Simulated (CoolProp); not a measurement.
Aqueous sodium chloride as a coolant, 8 % by mass, freezing at -5.1 °C, 1 atm.

Values from CoolProp's Melinder's fits for secondary coolants.

```
T (°C)  cp (kJ/(kg K))  density (kg/m³)  conductivity (W/(m K))  viscosity (mPa s)
------  --------------  ---------------  ----------------------  -----------------
-3.9             3.764             1062                   0.550         (withheld)
1.5         (withheld)             1061                   0.559               1.90
6.8              3.781             1060              (withheld)               1.62
12.2        (withheld)             1058                   0.578               1.40
17.6             3.797             1057                   0.587               1.21
22.9             3.804       (withheld)                   0.595               1.07
28.3             3.811       (withheld)                   0.604              0.954
33.7             3.817             1051                   0.613              0.859
```

### Question
Complete the blanks.

### Answer

- -3.9, viscosity (mPa s): 2.26
- 1.5, cp (kJ/(kg K)): 3.772
- 6.8, conductivity (W/(m K)): 0.569
- 12.2, cp (kJ/(kg K)): 3.789
- 22.9, density (kg/m³): 1055
- 28.3, density (kg/m³): 1053
